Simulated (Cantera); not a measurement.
What does this Cantera script print?

```python
import numpy as np
import cantera as ct

gas_names = """
    CL CLO CL2 Fe FeCL FeCL2 FeCL3 FeO Fe(OH)2 Fe2CL4 Fe2CL6 H HCL HOCL HO2 H2 H2O H2O2 O OH O2 O3
""".split()
cond_names = """
    Fe(a) Fe(c) Fe(d) Fe(L) FeCL2(s) FeCL2(L) FeCL3(s) FeCL3(L) FeO(s) FeO(L) Fe(OH)2(s) Fe(OH)3(s)
    Fe2O3(s) Fe3O4(s) H2O(s) H2O(L)
""".split()


# ... load() reads the species with a 1 bar reference pressure and builds the phases ...
atoms = {
    'Fe2O3': {'Fe': 2, 'O': 3},
    'HCl': {'H': 1, 'CL': 1},
}
top_T = {'Fe2O3(s)': 1830, 'Fe3O4(s)': 1870}  # K; cautious upper limits of use, not melting points


# ... equilibrate(T, P, feed) seeds the gas with the atoms and calls Mixture.equilibrate('TP', solver="vcs", rtol=1e-11, max_steps=5000) ...
results = []
feed = {'Fe2O3': 1, 'HCl': 0.51}  # mol
P = 6100  # Pa
for T in [948, 1023, 1098, 1173, 1248, 1323, 1398, 1473, 1548]:
    mix = equilibrate(T, P, feed)
    results.append((T, P, feed, dict(zip(mix.species_names, mix.species_moles))))

top = {s: max(r[3][s] / sum(r[3][g] for g in gas_names) for r in results) for s in gas_names}
cols = sorted((s for s in top if top[s] > 1e-05), key=lambda s: -top[s])[:6]
seen = [c for c in cond_names if any(r[3].get(c, 0) > 1e-12 for r in results)]
print("log10 of partial pressures in bar; condensed amounts in mol")
print(f"{'T/K':>10s}" + "".join(f"{s[:9]:>10s}" for s in cols + seen))
for T, P, feed, n in results:
    ng = sum(n[g] for g in gas_names)
    print(f"{T:10.4g}" + "".join(f"{np.log10(max(n[s] / ng * P / 1e5, 1e-99)):10.3f}" for s in cols)
          + "".join(f"{n.get(c, 0):10.4g}" for c in seen))
```

Result:

```
log10 of partial pressures in bar; condensed amounts in mol
       T/K       HCL        O2       H2O     FeCL2        CL     FeCL3  Fe2O3(s)  Fe3O4(s)
       948    -1.239    -7.910    -2.714    -3.720    -5.777    -2.965    0.9947         0
      1023    -1.246    -6.541    -2.610    -3.386    -5.111    -2.914    0.9932         0
      1098    -1.256    -5.382    -2.513    -3.111    -4.548    -2.895    0.9915         0
      1173    -1.268    -4.433    -2.421    -2.876    -4.080    -2.906    0.9893         0
      1248    -1.284    -3.740    -2.333    -2.656    -3.712    -2.948    0.9861         0
      1323    -1.306    -3.293    -2.244    -2.451    -3.440    -3.030    0.9812         0
      1398    -1.337    -3.011    -2.152    -2.276    -3.244    -3.158    0.9745         0
      1473    -1.380    -2.573    -2.086    -2.180    -3.028    -3.295    0.8927   0.05072
      1548    -1.511    -1.823    -2.142    -2.259    -2.779    -3.531         0    0.6449
```

Cantera equilibrium calculation (NASA polynomials, part measured and part estimated; ideal gas, pure solids and liquids). Mutual solubility and eutectic melting of coexisting phases are not modelled.
